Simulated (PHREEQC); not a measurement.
## Polishing slurry liquid (model solution)

A solution holds 1 mmol/kgw H2SO4 and 0.026 mmol/kgw H4SiO4, at 25 °C. Closed to the air; pH follows from the charge balance.

The numbers come from PHREEQC with the ion-association model, wateq4f.dat.

This is a speciation only: nothing precipitates in the calculation.

What pH does the model give?

pH 2.75.

In which forms is S present?

SO4-2 87 %, HSO4- 13 % of the S.

Complexes and solids missing from the database can't appear.
